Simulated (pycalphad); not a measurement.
# Phase fractions of Sn-70.5Si (at.%)

All values are pycalphad results on the COST 507 light-alloy database (1999) (1 atm), not direct measurements. These are 1990s assessments: newer ones move some temperatures and phases. Amounts are mole fractions of atoms.

```json
[
 {"T (K)": "1670", "LIQUID": "1.000", "DIAMOND_A4": "-"},
 {"T (K)": "1590", "LIQUID": "0.480", "DIAMOND_A4": "0.520"},
 {"T (K)": "1510", "LIQUID": "0.359", "DIAMOND_A4": "0.641"},
 {"T (K)": "1430", "LIQUID": "0.325", "DIAMOND_A4": "0.675"},
 {"T (K)": "1350", "LIQUID": "0.311", "DIAMOND_A4": "0.689"},
 {"T (K)": "1270", "LIQUID": "0.304", "DIAMOND_A4": "0.696"},
 {"T (K)": "1190", "LIQUID": "0.300", "DIAMOND_A4": "0.700"},
 {"T (K)": "1110", "LIQUID": "0.298", "DIAMOND_A4": "0.702"},
 {"T (K)": "1030", "LIQUID": "0.296", "DIAMOND_A4": "0.704"},
 {"T (K)": "950", "LIQUID": "0.296", "DIAMOND_A4": "0.704"},
 {"T (K)": "870", "LIQUID": "0.295", "DIAMOND_A4": "0.705"},
 {"T (K)": "790", "LIQUID": "0.295", "DIAMOND_A4": "0.705"},
 {"T (K)": "710", "LIQUID": "0.295", "DIAMOND_A4": "0.705"},
 {"T (K)": "630", "LIQUID": "0.295", "DIAMOND_A4": "0.705"},
 {"T (K)": "550", "LIQUID": "0.295", "DIAMOND_A4": "0.705"}
]
```

DIAMOND_A4 is diamond (Si).
